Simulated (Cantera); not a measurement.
An isothermal, constant-pressure homogeneous reactor starts with CH4 : H2O = 1 : 0.8 (molar parts), at 1325 K and 11.8 atm. Integrator tolerance rtol = 1e-08.

Cantera simulation using GRI-Mech 3.0 (53 species, 325 reactions); the numbers are that mechanism's predictions, not measurements. The pressure lies above the range GRI-Mech 3.0 was tuned for (to about 10 atm).

Problem. What does this change do: CH4 1 to 0.44 parts?

Solution. 
```
quantity                                            before                                     after
-----------------  ---------------------------------------  ----------------------------------------
x(CH4) at 3.00 s      0.423 (gas-phase equilibrium 0.0687)     0.271 (gas-phase equilibrium 0.00219)
x(H2O) at 3.00 s     0.415 (gas-phase equilibrium 0.00754)       0.612 (gas-phase equilibrium 0.150)
x(C2H) at 3.00 s   8.50e-12 (gas-phase equilibrium <1e-12)   7.94e-12 (gas-phase equilibrium <1e-12)
x(C2H6) at 3.00 s  0.00184 (gas-phase equilibrium 1.05e-5)  0.000873 (gas-phase equilibrium 1.16e-8)
x(CH2) at 3.00 s   1.80e-11 (gas-phase equilibrium <1e-12)   2.00e-11 (gas-phase equilibrium <1e-12)
x(C2H2) at 3.00 s   0.0123 (gas-phase equilibrium 1.90e-6)    0.0105 (gas-phase equilibrium 2.45e-9)
```
